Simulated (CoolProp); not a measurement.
Properties of dry air along the isotherm 93.8 K.

Values from CoolProp's reference Helmholtz-energy equation of state, Lemmon 2000. It is a pseudo-pure fit of the blend.

```csv
p (MPa),phase,Joule-Thomson coefficient (K/MPa),isothermal compressibility (1/MPa)
0.0299,gas,19.85,33.70
0.0615,gas,19.87,16.52
0.126,gas,?,?
0.259,gas,20.26,?
1.09,liquid,-0.2347,0.004832
2.24,liquid,?,?
4.61,liquid,-0.2765,?
9.46,liquid,-0.3180,0.003482
```

Problem. Some entries are withheld; supply them.

Solution. 
- 0.126, Joule-Thomson coefficient (K/MPa): 19.96
- 0.126, isothermal compressibility (1/MPa): 8.208
- 0.259, isothermal compressibility (1/MPa): 4.166
- 2.24, Joule-Thomson coefficient (K/MPa): -0.2498
- 2.24, isothermal compressibility (1/MPa): 0.004576
- 4.61, isothermal compressibility (1/MPa): 0.004137
